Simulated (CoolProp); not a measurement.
R227EA along the isotherm 475 K: fugacity coefficient from the reference equation and from simpler models built on Tc = 374.9 K, pc = 2925 kPa, ω = 0.358; each cubic takes its own stable root.

Values from CoolProp's reference Helmholtz-energy equation of state, Lemmon 2016.

| p (kPa) | phase | reference |
|---|---|---|
| 813 | gas | 0.9609 |
| 1630 | gas | 0.9231 |
| 2440 | gas | 0.8871 |
| 3250 | supercritical | 0.8524 |
| 4060 | supercritical | 0.8192 |
| 4880 | supercritical | 0.7873 |
| 5690 | supercritical | 0.7576 |
| 6500 | supercritical | 0.7298 |
| 7310 | supercritical | 0.7043 |

Q: How far does each simpler model (van der Waals, Redlich-Kwong, Soave-Redlich-Kwong, Peng-Robinson) lie from the reference over these 9 states: mean and median of the absolute difference, and the worst?

A: 
- van der Waals: mean 5.0 %, median 4.7 %, worst -9.9 % at 475 K and 7310 kPa
- Redlich-Kwong: mean 3.9 %, median 3.9 %, worst -6.9 % at 475 K and 7310 kPa
- Soave-Redlich-Kwong: mean 1.9 %, median 1.7 %, worst +4.0 % at 475 K and 7310 kPa
- Peng-Robinson: mean 1.6 %, median 1.8 %, worst -2.0 % at 475 K and 4880 kPa
